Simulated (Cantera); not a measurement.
A perfectly stirred reactor is fed with H2 : O2 : N2 : H2O = 0.53 : 1 : 15 : 0.023 (molar parts), equivalence ratio 0.27, at 0.120 bar; it is held at 1375 K, and followed from long to short residence time.

Model: the H2/O2 subset of GRI-Mech 3.0, which has no nitrogen chemistry, integrated in Cantera.

One state of this run: x H2 = 0.00190; x O2 = 0.0442; x H = 0.00472; x OH = 0.00168; x HO2 = 1.67e-6; x O = 0.00456; x H2O2 = 1.42e-7. x: mole fraction; the columns are a selection and need not sum to one.

Which value of τ (s) does it belong to?
(A) 0.31
(B) 0.0074
(C) 0.17
(D) 0.089

B, 0.0074
